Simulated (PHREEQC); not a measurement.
A solution holds 2.3 mol/kgw KCl and 0.017 mol/kgw NaHCO3, at 25 °C. Closed to the air; pH follows from the charge balance.

Model: Pitzer model, pitzer.dat, run in PHREEQC.

Q: The ionic strength comes out as 2.32 mol/kgw. What activity coefficients do K+, HCO3-, CO3-2, Na+, Cl- get?

A: K+ 0.57, HCO3- 0.59, CO3-2 0.082, Na+ 0.65, Cl- 0.57. Single-ion values are on the MacInnes scale.

Precipitation was switched off in this run. In brines, pH and single-ion activities rest on the MacInnes convention.
